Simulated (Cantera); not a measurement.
**Stirred combustor or abatement burner**

A perfectly stirred reactor is fed with 7.59 % CH4, 0.357 % C2H6, 19.4 % O2, 72.7 % N2, equivalence ratio 0.85, at 6600 Torr; it is adiabatic with a 300 K inlet, and is followed from long to short residence time, starting on the burning branch (τ in s: 0.061, 0.027, 0.012, 0.0051, 0.0022, 0.00098, 0.00043, 0.00019, 8.2e-05, 3.6e-05, 1.6e-05).

Computed with Cantera and GRI-Mech 3.0 (53 species, 325 reactions).

```
τ (s)    T (K)     x CH4   x C2H6    x O2   x C2H2   x H2O2      x H2
-------  -----  --------  -------  ------  -------  -------  --------
0.061     2088   2.13e-6  1.40e-8  0.0289  9.09e-8  2.09e-7  0.000199
0.027     2087   4.56e-6  3.08e-8  0.0291  1.92e-7  2.21e-7  0.000226
0.012     2085   9.32e-6  6.64e-8  0.0292  3.85e-7  2.43e-7  0.000280
0.0051    2080   1.87e-5  1.45e-7  0.0295  7.40e-7  2.87e-7  0.000389
0.0022    2072   3.52e-5  3.03e-7  0.0299  1.28e-6  3.62e-7  0.000584
0.00098   2058   6.32e-5  6.03e-7  0.0306  2.02e-6  4.75e-7  0.000894
0.00043   2036  0.000115  1.20e-6  0.0318  3.04e-6  6.43e-7   0.00138
0.00019   2002  0.000219  2.44e-6  0.0339  4.42e-6  8.79e-7   0.00210
8.2e-5    1946  0.000475  5.57e-6  0.0377  6.90e-6  1.24e-6   0.00314
3.6e-5     300    0.0759  0.00357   0.194   <1e-12   <1e-12    <1e-12
1.6e-5     300    0.0759  0.00357   0.194   <1e-12   <1e-12    <1e-12
```
x: mole fraction; the columns are a selection and need not sum to one.
